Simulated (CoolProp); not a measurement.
Vapour pressure (bar) of n-perfluorobutane: the reference equation beside estimates from Tc = 113.2 °C, pc = 23.22 bar, ω = 0.372. Clausius-Clapeyron is anchored at 29.05 °C with a constant enthalpy of vaporisation of 20.61 kJ/mol.

Computed with CoolProp (reference Helmholtz-energy equation of state, Gao 2022).

```csv
T (°C),reference,Lee-Kesler,Clausius-Clapeyron,van der Waals
15.25,1.931,(withheld),2.051,6.413
19.85,2.258,2.267,(withheld),6.923
24.45,2.626,2.637,2.675,7.458
29.05,3.037,3.051,3.037,8.019
33.75,3.506,3.522,3.443,8.618
38.35,4.015,4.035,3.880,9.232
42.95,4.579,4.601,4.356,(withheld)
47.55,5.199,5.225,4.874,10.54
52.25,5.896,5.926,5.450,11.25
56.85,6.644,(withheld),6.060,11.97
61.45,7.461,7.498,6.719,12.73
66.05,8.352,8.393,7.430,13.51
```

Question: Complete the blanks.

Answer: 
- 15.25, Lee-Kesler: 1.937
- 19.85, Clausius-Clapeyron: 2.347
- 42.95, van der Waals: 9.872
- 56.85, Lee-Kesler: 6.677

Absolute difference from the reference over all 12 rows, mean and median: Lee-Kesler 0.5 and 0.5 %, Clausius-Clapeyron 5.5 and 5.5 %, van der Waals 132.0 and 122.8 %.
